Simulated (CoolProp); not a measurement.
Vapour-liquid equilibrium of ethane (1) + C3F8 (R218) (2) at 128 kPa; x and y are mole fractions of (1).

The numbers come from the multi-fluid Helmholtz-energy mixture model, Bücker 2006 and Lemmon 2006; pair parameters Bell 2016 in CoolProp.

Question: Give the bubble temperature and the first vapour's composition at x = 0.05, 0.65, 0.75. Is there an azeotrope?

Answer: x = 0.05: -46.5 °C, y = 0.511; x = 0.65: -81.3 °C, y = 0.956; x = 0.75: -81.7 °C, y = 0.960. No azeotrope shows between x = 0.05 and 0.95.

Pair parameters are fitted to limited data, so mixtures are less certain than the pure fluids. With so large a gap from Raoult's law the liquid may split in two, which this calculation doesn't test in full.
